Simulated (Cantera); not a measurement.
Input (Python, Cantera):

```python
import numpy as np
import cantera as ct

gas = ct.Solution("gri30.yaml")
gas.TPX = 673, 100000, {'CH4': 1, 'C2H6': 0.43, 'O2': 4.55, 'N2': 17.1, 'H2': 0.16}
inlet = ct.Reservoir(gas, clone=True)
gas.equilibrate("HP")  # start burning
reactor = ct.IdealGasConstPressureReactor(gas, energy="on", clone=False)
exhaust = ct.Reservoir(gas, clone=True)
tau = [0.099, 0.046, 0.021, 0.0096, 0.0044, 0.002, 0.00092, 0.00042, 0.00019, 8.9e-05, 4.1e-05][0]
for a, b in ((inlet, reactor), (reactor, exhaust)):
    ct.MassFlowController(a, b, mdot=lambda t: reactor.mass / tau)
net = ct.ReactorNet([reactor])
show = ['CH4', 'C2H6', 'O2', 'OH', 'H', 'NO']

rows = []
print(f"{'tau/s':>10s}{'T/K':>9s}" + "".join(f"{s:>11s}" for s in show))
for tau in [0.099, 0.046, 0.021, 0.0096, 0.0044, 0.002, 0.00092, 0.00042, 0.00019, 8.9e-05, 4.1e-05]:
    net.initial_time = 0.0
    net.advance(30 * tau)
    before = gas.X
    net.advance(40 * tau)
    drift = np.max(np.abs(gas.X - before) / (gas.X + 1e-9))
    rows.append([gas.T, *gas[show].X, drift])
    print(f"{tau:10.3e}{gas.T:9.1f}" + "".join(f"{x:11.3e}" for x in gas[show].X))
```

It prints:

```
     tau/s      T/K        CH4       C2H6         O2         OH          H         NO
 9.900e-02   2241.2  1.231e-06  7.037e-08  4.076e-02  5.012e-03  2.883e-04  2.271e-03
 4.600e-02   2236.7  2.437e-06  1.472e-07  4.135e-02  5.304e-03  3.450e-04  1.434e-03
 2.100e-02   2225.8  4.664e-06  3.090e-07  4.198e-02  5.803e-03  4.681e-04  8.594e-04
 9.600e-03   2205.2  8.440e-06  6.331e-07  4.279e-02  6.561e-03  7.241e-04  5.125e-04
 4.400e-03   2172.9  1.478e-05  1.261e-06  4.390e-02  7.518e-03  1.212e-03  3.022e-04
 2.000e-03   2128.4  2.614e-05  2.485e-06  4.536e-02  8.515e-03  2.054e-03  1.740e-04
 9.200e-04   2074.2  4.732e-05  4.832e-06  4.717e-02  9.334e-03  3.303e-03  1.019e-04
 4.200e-04   2011.1  9.083e-05  9.645e-06  4.946e-02  9.820e-03  4.957e-03  6.151e-05
 1.900e-04   1940.6  1.906e-04  2.051e-05  5.267e-02  9.787e-03  6.731e-03  3.746e-05
 8.900e-05   1865.9  4.421e-04  4.747e-05  5.778e-02  8.990e-03  7.750e-03  2.197e-05
 4.100e-05   1743.9  1.827e-03  1.943e-04  7.249e-02  5.574e-03  5.597e-03  8.110e-06
```

Computed with Cantera and GRI-Mech 3.0 (53 species, 325 reactions).
